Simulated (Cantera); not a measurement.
Feed: 1 mol C₂F₆, a varied amount of HCl, 0.16 mol H₂, held at 1050 K and 0.100 bar.

Cantera equilibrium calculation (NASA polynomials, part measured and part estimated; ideal gas, pure solids and liquids). Candidate condensed phases: C, C₆H₆, C₇H₈, C₈H₁₈; 118 gas species. The feed counts by its element totals alone. Gases not in the tables: C₂F₆ and larger saturated fluorocarbons. Equilibrium is a limit: real reactors are often held back by kinetics, nucleation or transport.

### Question
What share of the C ends up in condensed phases as a function of n(HCl) (mol), at 0.087, 0.37, 0.65, 0.93, 1.2, 1.5, 1.8?

### Answer
| n(HCl) (mol) | C condensed (%) | as |
|---|---|---|
| 0.087 | 29.1 | C(graphite) |
| 0.37 | 30.2 | C(graphite) |
| 0.65 | 31.4 | C(graphite) |
| 0.93 | 32.6 | C(graphite) |
| 1.2 | 33.7 | C(graphite) |
| 1.5 | 34.9 | C(graphite) |
| 1.8 | 36.1 | C(graphite) |
